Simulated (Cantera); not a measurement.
Input: 1 mol SiO2, 1.9 mol C, 0.24 mol H2, equilibrated at 2025 K.

Method: chemical equilibrium by Gibbs-energy minimisation in Cantera with the NASA 1993 tables (ideal gas, pure condensed phases). Candidate condensed phases: C, C6H6, C7H8, C8H18, H2O, Si, SiC, SiO2; 123 gas species. Mutual solubility and eutectic melting of coexisting phases are not modelled. The tables hold silica as quartz up to 1696 K and as liquid above; real silica turns to tridymite and cristobalite and melts near 1996 K. Rates play no part.

### Question
Which condensed phases are stable at each of these points (P (Pa)): 10, 100, 1000, 10000, 100000, 1000000?

### Answer
```tsv
P (Pa)	condensed phases	Si condensed (%)
10	SiC(s)	21.3
100	SiC(s)	42.3
1000	SiC(s)	44.7
10000	SiC(s)	45.0
100000	SiC(s)	45.0
1000000	SiC(s) + SiO2(l)	98.4
```

From 0.000100 bar to 1.00 bar the condensed part is SiC(s). At 10.0 bar the condensed part is SiC(s) + SiO2(l).
